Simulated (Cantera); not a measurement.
## Equilibrium for tantalum, niobium, vanadium and zirconium in process gases: V + NH3 + N2

A closed system holds: 1 mol V, 1.2 mol NH3, a varied amount of N2, at 2648.15 K and 1330 Pa.

Method: chemical equilibrium by Gibbs-energy minimisation in Cantera with the NASA 1993 tables (ideal gas, pure condensed phases). Candidate condensed phases: V, VN; 11 gas species. Kinetics and transport are ignored.

From 2.2 mol N2 to 59 mol N2 nothing is condensed. The main V-bearing gas is V throughout.

```tsv
n(N2) (mol)	log p N2	log p H2	log p H	log p V	log p VN
2.2	-2.22	-2.57	-2.62	-2.66	-6.58
3.1	-2.16	-2.64	-2.65	-2.73	-6.61
4.5	-2.10	-2.74	-2.70	-2.81	-6.66
6.5	-2.05	-2.85	-2.76	-2.90	-6.73
9.4	-2.01	-2.99	-2.83	-3.01	-6.81
14	-1.97	-3.15	-2.91	-3.14	-6.92
20	-1.95	-3.32	-2.99	-3.26	-7.04
28	-1.93	-3.49	-3.08	-3.39	-7.15
41	-1.91	-3.70	-3.18	-3.53	-7.29
59	-1.90	-3.92	-3.29	-3.68	-7.43
```
log p: log10 of the partial pressure in bar; nothing condenses.
